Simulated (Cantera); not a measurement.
Input: 1 mol CsOH, 2 mol H₂, equilibrated at 1500 °C and 0.190 bar.

Cantera equilibrium calculation (NASA polynomials, part measured and part estimated; ideal gas, pure solids and liquids). Candidate condensed phases: Cs, CsOH, H₂O; 15 gas species. Kinetics and transport are ignored.

Q: What is the equilibrium state?

A: x(H₂): 0.530
x(H₂O): 0.164
x(Cs): 0.164
x(CsOH): 0.142
x(H): 0.000476
x(Cs₂): 2.26e-5
x(OH): 9.13e-6
x(Cs₂(OH)₂): 2.56e-6
gas amount: 3.269 mol
log10 activity of CsOH(l) (absent): -2.94
log10 activity of Cs(l) (absent): -3.15
